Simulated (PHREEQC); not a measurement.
A solution holds 0.035 mol AlCl3, 0.00035 mol HCl and 0.17 mol MgBr2 per kg of water, at 20 °C. Closed to the air; pH follows from the charge balance.

Model: ion-association model, phreeqc.dat, run in PHREEQC.

Each row changes one thing in this solution. Precipitation was switched off in this run.

```tsv
case	pH	ionic strength (mol/kgw)
as made	3.37	0.720
HCl from 0.00035 to 0.000385 mol/kgw	…	0.720
HCl left out	3.57	0.719
AlCl3 replaced by CdCl2 at the same molality	3.57	…
MgBr2 left out	…	…
temperature from 20 to 90 °C	2.69	0.716
temperature from 20 to 10 °C	…	0.720
```

### Question
Complete the blanks.

### Answer

- HCl from 0.00035 to 0.000385 mol/kgw, pH: 3.35
- AlCl3 replaced by CdCl2 at the same molality, ionic strength (mol/kgw): 0.537
- MgBr2 left out, pH: 3.34
- MgBr2 left out, ionic strength (mol/kgw): 0.210
- temperature from 20 to 10 °C, pH: 3.44

The ionic strength passes 0.7 mol/kgw, the rough limit of the ion-association models, in as made; HCl from 0.00035 to 0.000385 mol/kgw; HCl left out; temperature from 20 to 90 °C; temperature from 20 to 10 °C. Some of these states are supersaturated (in Gibbsite (slow to form), for instance). Constants without temperature data keep their 25 °C values here.
